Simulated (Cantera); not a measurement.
A perfectly stirred reactor is fed with CH4 : C2H6 : C3H8 : O2 : N2 : H2O = 1 : 0.14 : 0.14 : 3.84 : 42.3 : 14 (molar parts), at 430000 Pa; it is adiabatic with a 723 K inlet, and is followed from long to short residence time, starting on the burning branch (τ in s: 0.35, 0.16, 0.071, 0.032, 0.014, 0.0065, 0.0029, 0.0013, 0.00059, 0.00026, 0.00012, 5.3e-05).

Computed with Cantera and GRI-Mech 3.0 (53 species, 325 reactions).

x: mole fraction; the columns are a selection and need not sum to one.

```json
[
 {"τ (s)": "0.35", "T (K)": "1296", "x CH4": "0.000107", "x C2H6": "[?]", "x C3H8": "2.00e-6", "x OH": "8.35e-6", "x CO2": "0.0266", "x C2H4": "1.84e-5"},
 {"τ (s)": "0.16", "T (K)": "1286", "x CH4": "0.000192", "x C2H6": "[?]", "x C3H8": "4.16e-6", "x OH": "8.46e-6", "x CO2": "0.0257", "x C2H4": "3.75e-5"},
 {"τ (s)": "0.071", "T (K)": "1259", "x CH4": "0.000438", "x C2H6": "[?]", "x C3H8": "1.08e-5", "x OH": "6.86e-6", "x CO2": "0.0232", "x C2H4": "9.20e-5"},
 {"τ (s)": "0.032", "T (K)": "723", "x CH4": "0.0163", "x C2H6": "0.00228", "x C3H8": "0.00228", "x OH": "<1e-12", "x CO2": "<1e-12", "x C2H4": "1.16e-11"},
 {"τ (s)": "0.014", "T (K)": "723", "x CH4": "0.0163", "x C2H6": "0.00228", "x C3H8": "0.00228", "x OH": "<1e-12", "x CO2": "<1e-12", "x C2H4": "3.85e-12"},
 {"τ (s)": "0.0065", "T (K)": "723", "x CH4": "0.0163", "x C2H6": "0.00228", "x C3H8": "0.00228", "x OH": "<1e-12", "x CO2": "<1e-12", "x C2H4": "1.37e-12"},
 {"τ (s)": "0.0029", "T (K)": "723", "x CH4": "0.0163", "x C2H6": "0.00228", "x C3H8": "0.00228", "x OH": "<1e-12", "x CO2": "<1e-12", "x C2H4": "<1e-12"},
 {"τ (s)": "0.0013", "T (K)": "723", "x CH4": "0.0163", "x C2H6": "0.00228", "x C3H8": "0.00228", "x OH": "<1e-12", "x CO2": "<1e-12", "x C2H4": "<1e-12"},
 {"τ (s)": "0.00059", "T (K)": "723", "x CH4": "0.0163", "x C2H6": "0.00228", "x C3H8": "0.00228", "x OH": "<1e-12", "x CO2": "<1e-12", "x C2H4": "<1e-12"},
 {"τ (s)": "0.00026", "T (K)": "723", "x CH4": "0.0163", "x C2H6": "0.00228", "x C3H8": "0.00228", "x OH": "<1e-12", "x CO2": "<1e-12", "x C2H4": "<1e-12"},
 {"τ (s)": "0.00012", "T (K)": "723", "x CH4": "0.0163", "x C2H6": "0.00228", "x C3H8": "0.00228", "x OH": "<1e-12", "x CO2": "<1e-12", "x C2H4": "<1e-12"},
 {"τ (s)": "5.3e-5", "T (K)": "723", "x CH4": "0.0163", "x C2H6": "0.00228", "x C3H8": "0.00228", "x OH": "<1e-12", "x CO2": "<1e-12", "x C2H4": "<1e-12"}
]
```

Q: Fill in the missing entries.

A: 
- 0.35, x C2H6: 2.45e-6
- 0.16, x C2H6: 5.31e-6
- 0.071, x C2H6: 1.46e-5
